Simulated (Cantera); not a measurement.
Mixture: CO : H₂ : CH₄ : O₂ : N₂ : H₂O = 1 : 0.034 : 0.52 : 0.741 : 2.79 : 0.25 (molar parts), equivalence ratio 2.1, at 5.00 bar, adiabatic and at constant volume. Ignition delay is the time to a rise of 400 K.

Model: GRI-Mech 3.0 (53 species, 325 reactions), integrated in Cantera. Below about 1000 K GRI-Mech 3.0 lacks low-temperature oxidation paths. Below about 950 K walls govern HO2 and H2O2 in real vessels.

Question: What does this change do: pressure from 5.00 bar to 10.0 bar?

Answer: 
```tsv
quantity	before	after
delay at 948 K	0.488 s	0.276 s
delay at 1048 K	0.106 s	56.1 ms
delay at 1148 K	26.8 ms	13.8 ms
delay at 1248 K	7.52 ms	3.95 ms
delay at 1348 K	2.28 ms	1.24 ms
delay at 1448 K	0.744 ms	0.424 ms
apparent activation energy between 1248 and 1448 K	170 kJ/mol	170 kJ/mol
```

Question: What does this change do: pressure from 5.00 bar to 3.60 bar?

Answer: 
```
quantity                                                before       after
--------------------------------------------------  ----------  ----------
delay at 948 K                                         0.488 s     0.638 s
delay at 1048 K                                        0.106 s     0.143 s
delay at 1148 K                                        26.8 ms     36.4 ms
delay at 1248 K                                        7.52 ms     10.1 ms
delay at 1348 K                                        2.28 ms     2.98 ms
delay at 1448 K                                       0.744 ms    0.953 ms
apparent activation energy between 1248 and 1448 K  170 kJ/mol  180 kJ/mol
```
